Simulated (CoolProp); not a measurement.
Computed with CoolProp (reference Helmholtz-energy equation of state, Lemmon 2006). It is a short technical equation, of lower accuracy than the large ones.

Question: Give the vapour pressure (MPa), liquid density (kg/m³), vapour density (kg/m³) of saturated carbon monoxide at -169.75, -157.65, -149.65 °C.

Answer: 
```json
[
 {"T (°C)": "-169.75", "p (MPa)": "0.694", "liquid density (kg/m³)": "687", "vapour density (kg/m³)": "26.9"},
 {"T (°C)": "-157.65", "p (MPa)": "1.47", "liquid density (kg/m³)": "610", "vapour density (kg/m³)": "59.2"},
 {"T (°C)": "-149.65", "p (MPa)": "2.24", "liquid density (kg/m³)": "542", "vapour density (kg/m³)": "99.2"}
]
```
